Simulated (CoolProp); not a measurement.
A single-stage vapour-compression cycle with R1224YDZ: evaporating at 312.15 K (dew point), condensing at 352.15 K (bubble point), superheat 5 K, subcooling 2 K, compressor efficiency 0.75, no pressure losses. Each further row changes one setting.

Model: reference Helmholtz-energy equation of state, Akasaka 2023, in CoolProp.

```json
[
 {"case": "as stated", "cooling COP": "4.76", "pressure ratio": "3.04", "discharge temperature (K)": "355.1", "refrigerating effect (kJ/kg)": "115", "volumetric capacity (kJ/m³)": "1660"},
 {"case": "evaporating temperature 317.15 K", "cooling COP": "5.68", "pressure ratio": "(withheld)", "discharge temperature (K)": "355.1", "refrigerating effect (kJ/kg)": "118", "volumetric capacity (kJ/m³)": "1980"},
 {"case": "condensing temperature 347.15 K", "cooling COP": "(withheld)", "pressure ratio": "(withheld)", "discharge temperature (K)": "350.6", "refrigerating effect (kJ/kg)": "121", "volumetric capacity (kJ/m³)": "1750"},
 {"case": "subcooling 7 K", "cooling COP": "(withheld)", "pressure ratio": "3.04", "discharge temperature (K)": "355.1", "refrigerating effect (kJ/kg)": "121", "volumetric capacity (kJ/m³)": "1750"},
 {"case": "superheat 15 K", "cooling COP": "4.89", "pressure ratio": "3.04", "discharge temperature (K)": "364.9", "refrigerating effect (kJ/kg)": "(withheld)", "volumetric capacity (kJ/m³)": "(withheld)"},
 {"case": "compressor efficiency 0.65", "cooling COP": "(withheld)", "pressure ratio": "3.04", "discharge temperature (K)": "(withheld)", "refrigerating effect (kJ/kg)": "115", "volumetric capacity (kJ/m³)": "1660"}
]
```

Fill in the missing entries.


- evaporating temperature 317.15 K, pressure ratio: 2.60
- condensing temperature 347.15 K, cooling COP: 5.64
- condensing temperature 347.15 K, pressure ratio: 2.68
- subcooling 7 K, cooling COP: 5.03
- superheat 15 K, refrigerating effect (kJ/kg): 124
- superheat 15 K, volumetric capacity (kJ/m³): 1710
- compressor efficiency 0.65, cooling COP: 4.13
- compressor efficiency 0.65, discharge temperature (K): 358.8
